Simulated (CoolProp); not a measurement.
CHF3 (R23) along the isotherm 172.8 K: density (kg/m³) from the reference equation and from simpler models built on Tc = 299.3 K, pc = 4832 kPa, ω = 0.263; each cubic takes its own stable root.

The numbers come from the reference Helmholtz-energy equation of state, Penoncello 2003 in CoolProp.

```
p (kPa)   phase  reference  Redlich-Kwong  Peng-Robinson
-------  ------  ---------  -------------  -------------
76.4     liquid       1514           1255           1457
123      liquid       1514           1255           1457
199      liquid       1514           1256           1458
322      liquid       1514           1256           1458
520      liquid       1515           1257           1458
841      liquid       1515           1257           1459
1360     liquid          …           1259           1460
2190     liquid       1518              …           1461
3550     liquid          …              …           1464
5730     liquid       1525           1270           1468
9260     liquid       1531           1279              …
15000    liquid       1541           1291              …
24200    liquid       1556           1308           1496
```

Question: What belongs in the gaps?

Answer: 
- 1360, reference: 1516
- 2190, Redlich-Kwong: 1261
- 3550, reference: 1520
- 3550, Redlich-Kwong: 1265
- 9260, Peng-Robinson: 1474
- 15000, Peng-Robinson: 1483
